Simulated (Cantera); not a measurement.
Input: 1 mol BaF2, 0.32 mol H2O, 3.9 mol H2, 0.02 mol HF, equilibrated at 7.70 mbar.

These are equilibrium values from Cantera (NASA tables, ideal gas, pure condensed phases), not measurements of a reactor. Candidate condensed phases: Ba, BaF2, BaO, Ba(OH)2, H2O; 27 gas species. Mutual solubility and eutectic melting of coexisting phases are not modelled. Equilibrium is a limit: real reactors are often held back by kinetics, nucleation or transport.

Q: What share of the Ba ends up in condensed phases as a function of T (K), at 1625, 1650, 1675, 1700, 1725, 1750, 1775, 1800, 1825, 1850, 1875, 1900?

A: 
```tsv
T (K)	Ba condensed (%)	as
1625	83.4	BaF2(s) + BaO(s)
1650	75.2	BaF2(l) + BaO(s)
1675	63.7	BaF2(l) + BaO(s)
1700	47.0	BaF2(l) + BaO(s)
1725	22.2	BaF2(l) + BaO(s)
1750	0.1	BaO(s)
1775	0.0	-
1800	0.0	-
1825	0.0	-
1850	0.0	-
1875	0.0	-
1900	0.0	-
```
